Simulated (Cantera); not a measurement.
A closed system holds: 1 mol Al, 9.7 mol N₂, at 3100 Pa.

Equilibrium computed with Cantera from the NASA thermochemical tables; the gas is ideal and each condensed phase is pure. Candidate condensed phases: Al, AlN; 5 gas species. The numbers say what is thermodynamically allowed, not how fast it happens. All values below are at 1375 K.

Base state: N₂ 1.00 (mole fractions); condensed: AlN(s).

**Question.** What changes in the equilibrium state with this change: 0.0056 mol CH₄ added?

**Answer.** 
```tsv
species	before	after
N₂	1.00	0.999
H₂	0	0.00121
HCN	0	1.40e-5
AlN(s), mol	1.00	1.00
C(graphite), mol	0	0.00547
```
Further candidate phases: C, C₆H₆, C₇H₈, C₈H₁₈.
